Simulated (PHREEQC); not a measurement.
Model water analysis in mg/kgw, 85 °C, pH 4.14, pe 10.4: Na 2340; K 12.4; Ca 689; Mg 89.7; Cl 327; S(6) as SO4 6590; Zn 41.9; B 0.301.

Cl is adjusted to close the charge balance.
Valence states are taken as typed.

Model: ion-association model, wateq4f.dat, run in PHREEQC.

Each row changes one thing in this solution. No solid was allowed to form.

```
case                                               ionic strength (mol/kgw)  Na+ (mol/kgw)  SO4-2 (mol/kgw)  CaSO4 (mol/kgw)  NaSO4- (mol/kgw)  Ca+2 (mol/kgw)  SI of Gypsum (CaSO4:2H2O)  SI of Epsomite (MgSO4:7H2O)
-------------------------------------------------  ------------------------  -------------  ---------------  ---------------  ----------------  --------------  -------------------------  ---------------------------
as made                                                               0.169         0.0936           0.0473          0.00920           0.00818         0.00797                      +0.24                        -3.68
Mg from 89.7 to 269 mg/kgw                                            0.172         0.0943           0.0431          0.00873           0.00745         0.00844                      +0.22                        -3.21
temperature from 85 to 90 °C at the same typed pH                     0.168         0.0936           0.0471          0.00920           0.00821         0.00797                      +0.26                            …
all concentrations times 2 at the same typed pH                       0.320          0.181                …                …            0.0227               …                      +0.58                        -3.35
```

### Question
Some entries are withheld; supply them.

### Answer

- temperature from 85 to 90 °C at the same typed pH, SI of Epsomite (MgSO4:7H2O): -3.73
- all concentrations times 2 at the same typed pH, SO4-2 (mol/kgw): 0.0872
- all concentrations times 2 at the same typed pH, CaSO4 (mol/kgw): 0.0195
- all concentrations times 2 at the same typed pH, Ca+2 (mol/kgw): 0.0149

Complexes and solids missing from the database can't appear. Some of these states are supersaturated (in Gypsum, for instance). Away from 25 °C the constants follow the database's enthalpies or fits; those with neither stay at their 25 °C values.
